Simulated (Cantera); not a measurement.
Abatement and gas-phase synthesis: H₂O + H₂

Feed: 1 mol H₂O, 0.18 mol H₂, equilibrated at 1000 Pa.

These are equilibrium values from Cantera (NASA tables, ideal gas, pure condensed phases), not measurements of a reactor. Candidate condensed phases: H₂O; 9 gas species. Equilibrium is a limit: real reactors are often held back by kinetics, nucleation or transport.

From 575 K to 2375 K nothing is condensed.

```csv
T (K),log p H₂O,log p H₂,log p H,log p OH,log p O₂,log p O
575,-2.07,-2.82,<-14,<-14,<-14,<-14
775,-2.07,-2.82,-13.41,<-14,<-14,<-14
975,-2.07,-2.82,-10.35,-12.35,<-14,<-14
1175,-2.07,-2.82,-8.32,-9.73,<-14,<-14
1375,-2.07,-2.82,-6.87,-7.87,-11.54,-11.97
1575,-2.07,-2.82,-5.79,-6.48,-9.13,-9.53
1775,-2.07,-2.82,-4.95,-5.41,-7.25,-7.64
1975,-2.08,-2.82,-4.27,-4.55,-5.76,-6.14
2175,-2.09,-2.81,-3.72,-3.87,-4.58,-4.93
2375,-2.16,-2.76,-3.23,-3.38,-3.80,-4.02
```
log p: log10 of the partial pressure in bar; nothing condenses.
